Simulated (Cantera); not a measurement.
## Premixed flame

A freely propagating, adiabatic, planar premixed flame of CH4 : O2 : N2 : H2O = 1 : 2 : 7.52 : 0.97 (molar parts), equivalence ratio 1.0, unburnt at 500 K and 4.10 bar; multicomponent transport, grid criteria slope 0.08 and curve 0.16, no radiation.

Computed with Cantera and GRI-Mech 3.0 (53 species, 325 reactions). Burning velocities carry a grid error of a few per cent, more on coarse grids.

```
z (mm)   T (K)  u (m/s)     x CH4     x O2   x H2O       x H    x C2H2     x H2
-------  -----  -------  --------  -------  ------  --------  --------  -------
-0.567     501    0.364    0.0869    0.174  0.0845     <1e-8   2.02e-8  0.00102
-0.378     506    0.368    0.0865    0.173  0.0850     <1e-8   1.59e-7  0.00235
-0.284     523    0.381    0.0855    0.172  0.0871     <1e-8   8.79e-7  0.00396
-0.189     622    0.455    0.0798    0.164  0.0985     <1e-8   7.57e-6  0.00688
-0.0945   1054    0.779    0.0538    0.127   0.144   4.62e-6   6.24e-5   0.0111
-0.0473   1450     1.08    0.0278   0.0861   0.185   9.67e-5  0.000147   0.0133
0         1832     1.36   0.00452   0.0406   0.223   0.00107  0.000215   0.0133
0.0473    1987     1.47  0.000106   0.0194   0.236   0.00208   1.42e-5   0.0101
0.0945    2050     1.51   1.50e-6   0.0137   0.240   0.00186   2.23e-7  0.00870
0.189     2116     1.55     <1e-8  0.00984   0.244   0.00119     <1e-8  0.00717
0.378     2170     1.59     <1e-8  0.00701   0.248  0.000630     <1e-8  0.00540
0.756     2205     1.61     <1e-8  0.00512   0.251  0.000345     <1e-8  0.00404
1.51      2223     1.62     <1e-8  0.00408   0.253  0.000225     <1e-8  0.00327
```
x: mole fraction of selected species; z is measured from the peak of heat release.

```json
{
  "laminar_burning_velocity": "36.2 cm/s",
  "thermal_thickness": "0.189 mm",
  "peak x(H)": "0.00209",
  "peak x(C2H2)": "0.000236",
  "peak x(H2)": "0.0139",
  "grid_points": "143"
}
```
